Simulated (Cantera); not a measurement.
Mixture: H2 : O2 : N2 = 1 : 1.22 : 4.59 (molar parts), equivalence ratio 0.41, at 0.750 bar, adiabatic and at constant pressure. Ignition delay is the time to a rise of 400 K.

Detailed kinetics in Cantera: the H2/O2 subset of GRI-Mech 3.0, which has no nitrogen chemistry. Where the delays flatten at high temperature, the 400 K rule measures the pace of heat release, not the induction time.

Predict: delay at 1300 K; delay at 1375 K; delay at 1450 K; delay at 1525 K; delay at 1600 K; delay at 1675 K; delay at 1750 K.


* **delay at 1300 K**: 56.0 µs
* **delay at 1375 K**: 49.5 µs
* **delay at 1450 K**: 47.0 µs
* **delay at 1525 K**: 47.1 µs
* **delay at 1600 K**: 49.2 µs
* **delay at 1675 K**: 52.8 µs
* **delay at 1750 K**: 57.8 µs
